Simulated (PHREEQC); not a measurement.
Solution (25 °C): 0.05 mol FeSO4, 0.0024 mol NiCl2, 0.0044 mol H2SO4 and 0.021 mol Na2SO4 per kg of water. Closed to the air; pH follows from the charge balance.

All values are PHREEQC results (ion-association model, wateq4f.dat), not measurements.

Precipitation was switched off in this run.

Problem. What pH, ionic strength does the model give?

Solution. pH 2.57; ionic strength 0.174 mol/kgw.

Problem. In which forms is Fe present?

Solution. Fe+2 55 %, FeSO4 44 %, FeHSO4+ 1.1 % of the Fe.
